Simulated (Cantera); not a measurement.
Thermodynamics of boron, boron nitride and boron oxide, feed B₂O₃ + H₂ + N₂

Input: 1 mol B₂O₃, 3.9 mol H₂, 8.6 mol N₂, held at 0.0133 bar.

These are equilibrium values from Cantera (NASA tables, ideal gas, pure condensed phases), not measurements of a reactor. Candidate condensed phases: B, BN, B₂O₃, B₃O₃H₃, H₂O; 39 gas species. N₂ is the only nitrogen source here; it is nearly inert below about 1500 K, so the nitride shown seldom forms there in practice. Mutual solubility and eutectic melting of coexisting phases are not modelled. The numbers say what is thermodynamically allowed, not how fast it happens.

From 602 °C to 1352 °C the condensed part is BN(s) + B₂O₃(l). From 1427 °C to 1577 °C nothing is condensed. The main B-bearing gas is (HBO₂)₃ at 602 °C and B₂O₃ at 1577 °C.

| T (°C) | log p N₂ | log p H₂ | log p B₂O₃ | log p HBO₂ | log p HBO | n BN(s) | n B₂O₃(l) |
|---|---|---|---|---|---|---|---|
| 602 | -2.04 | -2.38 | <-13 | -8.42 | -11.92 | 0.00546 | 0.997 |
| 677 | -2.04 | -2.38 | -12.57 | -7.60 | -10.53 | 0.00537 | 0.997 |
| 752 | -2.04 | -2.38 | -10.97 | -6.90 | -9.35 | 0.00526 | 0.997 |
| 827 | -2.04 | -2.38 | -9.59 | -6.30 | -8.33 | 0.00521 | 0.997 |
| 902 | -2.04 | -2.38 | -8.40 | -5.79 | -7.45 | 0.00539 | 0.997 |
| 977 | -2.04 | -2.38 | -7.36 | -5.34 | -6.68 | 0.00608 | 0.995 |
| 1052 | -2.04 | -2.38 | -6.44 | -4.95 | -6.00 | 0.00774 | 0.990 |
| 1127 | -2.04 | -2.38 | -5.62 | -4.61 | -5.39 | 0.0109 | 0.979 |
| 1202 | -2.04 | -2.39 | -4.89 | -4.30 | -4.85 | 0.0153 | 0.949 |
| 1277 | -2.04 | -2.39 | -4.23 | -4.03 | -4.36 | 0.0179 | 0.867 |
| 1352 | -2.05 | -2.41 | -3.64 | -3.79 | -3.92 | 0.00427 | 0.621 |
| 1427 | -2.07 | -2.45 | -3.18 | -3.51 | -3.68 | 0 | 0 |
| 1502 | -2.07 | -2.45 | -3.19 | -3.48 | -3.65 | 0 | 0 |
| 1577 | -2.07 | -2.45 | -3.21 | -3.45 | -3.62 | 0 | 0 |
log p: log10 of the partial pressure in bar; n: condensed amount in mol.
